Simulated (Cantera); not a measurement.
**CH2F2 + H2 (fluorocarbon and chlorocarbon gases)**

Feed: 1 mol CH2F2, a varied amount of H2, held at 3250 °C and 52.0 Pa.

Cantera equilibrium calculation (NASA polynomials, part measured and part estimated; ideal gas, pure solids and liquids). Candidate condensed phases: C, C6H6, C7H8, C8H18; 95 gas species. The numbers say what is thermodynamically allowed, not how fast it happens.

From 0.32 mol H2 to 4.7 mol H2 nothing is condensed. The main C-bearing gas is C throughout.

```
n(H2) (mol)  log p H  log p F  log p C  log p HF  log p C2  log p CF  log p C3
-----------  -------  -------  -------  --------  --------  --------  --------
0.32           -3.62    -3.75    -4.06     -5.09     -5.61     -5.89     -6.27
0.45           -3.60    -3.77    -4.08     -5.09     -5.65     -5.93     -6.32
0.62           -3.57    -3.79    -4.10     -5.09     -5.70     -5.98     -6.39
0.87           -3.54    -3.83    -4.13     -5.10     -5.76     -6.04     -6.49
1.2            -3.51    -3.87    -4.17     -5.11     -5.83     -6.12     -6.60
1.7            -3.48    -3.93    -4.22     -5.14     -5.94     -6.23     -6.76
2.4            -3.44    -4.00    -4.29     -5.17     -6.07     -6.37     -6.95
3.4            -3.41    -4.08    -4.37     -5.22     -6.22     -6.53     -7.18
4.7            -3.39    -4.17    -4.45     -5.29     -6.39     -6.70     -7.44
```
log p: log10 of the partial pressure in bar; nothing condenses.
